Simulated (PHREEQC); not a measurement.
0.31 g of hydrous ferric oxide (600 m²/g; 0.2 weak and 0.005 strong sites per Fe, Dzombak-Morel constants, diffuse double layer) in 1 kg of water with 0.3 mol/kgw of an inert sodium salt and 0.0018 mmol/kgw ZnSO4, 0.51 mmol/kgw Na2SO4 and 0.025 mmol/kgw CuCl2, at 25 °C; the pH is set by adding NaOH or the inert anion's acid. O2 is buffered at 0.21 atm. The system is closed to CO2. No solid was allowed to form.

The numbers come from PHREEQC with the ion-association model, wateq4f.dat.

Task: Predict S sorbed (%) at pH = 4.5, 5.5, 6, 7.5.

Result: 
| pH | S sorbed (%) |
|---|---|
| 4.5 | 29.7 |
| 5.5 | 20.1 |
| 6 | 12.8 |
| 7.5 | 0.6 |

The database's constant for dissolved Cu(OH)2 is higher than later reviews accept. The oxide is taken as insoluble; below pH 4 it would dissolve.
